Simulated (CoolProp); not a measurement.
Diethyl ether along the isotherm 349.1 K: density (kg/m³) from the reference equation and from simpler models built on Tc = 467.9 K, pc = 3.717 MPa, ω = 0.282; each cubic takes its own stable root.

Values from CoolProp's reference Helmholtz-energy equation of state, Thol 2014.

```csv
p (MPa),phase,reference,van der Waals,Redlich-Kwong,Soave-Redlich-Kwong
0.0176,gas,0.4515,0.4507,0.4511,0.4513
0.0275,gas,0.7073,0.7053,0.7063,0.7067
0.0428,gas,1.105,1.100,1.103,1.104
0.0666,gas,1.731,1.719,1.725,1.727
0.104,gas,2.732,2.701,2.716,2.722
0.161,gas,4.300,4.222,4.258,4.275
0.251,gas,6.899,6.687,6.780,6.824
0.391,liquid,644.1,10.69,(withheld),583.7
0.609,liquid,644.6,(withheld),556.1,584.5
0.949,liquid,645.5,29.60,557.9,585.8
1.48,liquid,646.8,(withheld),560.5,587.7
2.3,liquid,648.7,395.0,564.5,590.6
3.58,liquid,651.6,401.6,570.2,594.8
5.58,liquid,655.9,410.2,578.3,601.0
```

Task: Complete the blanks.

Result: 
- 0.391, Redlich-Kwong: 10.94
- 0.609, van der Waals: 17.42
- 1.48, van der Waals: 390.2

At some of these states van der Waals, Redlich-Kwong gives the other phase, because its saturation line lies elsewhere.
